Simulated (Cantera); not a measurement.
A perfectly stirred reactor is fed with C2H6 : N2 = 1 : 4.3 (molar parts), at 0.987 atm; it is held at 1125 K, and followed from long to short residence time.

Cantera simulation using GRI-Mech 3.0 (53 species, 325 reactions); the numbers are that mechanism's predictions, not measurements. GRI-Mech 3.0 stops at C3 and has no aromatics, soot or wall deposition, so with more carbon than oxygen in the feed, carbon stays in small species such as C2H2 where larger ones or solid carbon would form.

Question: What does this change do: pressure from 0.987 atm to 0.0132 atm?

Answer: 
```
quantity                 before     after
----------------------  -------  --------
x(C2H6) at τ = 16.0 s   0.00697   0.00733
x(C2H4) at τ = 16.0 s     0.106    0.0760
x(CH3) at τ = 16.0 s    1.78e-6   1.54e-5
x(HCN) at τ = 16.0 s     <1e-12  8.12e-12
x(CH4) at τ = 16.0 s     0.0591    0.0308
x(C2H6) at τ = 0.280 s   0.0453     0.139
x(C2H4) at τ = 0.280 s    0.108    0.0375
x(CH3) at τ = 0.280 s   2.20e-6   5.92e-5
x(HCN) at τ = 0.280 s    <1e-12  3.67e-12
x(CH4) at τ = 0.280 s    0.0142   0.00605
```
Radical loss at walls, strong at low pressure, is not modelled.

Question: What does this change do: C2H6 1 to 0.27 parts?

Answer: 
```
quantity                 before     after
----------------------  -------  --------
x(C2H6) at τ = 16.0 s   0.00697   0.00154
x(C2H4) at τ = 16.0 s     0.106    0.0339
x(CH3) at τ = 16.0 s    1.78e-6   8.47e-7
x(HCN) at τ = 16.0 s     <1e-12  1.01e-12
x(CH4) at τ = 16.0 s     0.0591    0.0144
x(C2H6) at τ = 0.280 s   0.0453    0.0148
x(C2H4) at τ = 0.280 s    0.108    0.0358
x(CH3) at τ = 0.280 s   2.20e-6   1.69e-6
x(HCN) at τ = 0.280 s    <1e-12    <1e-12
x(CH4) at τ = 0.280 s    0.0142   0.00420
```
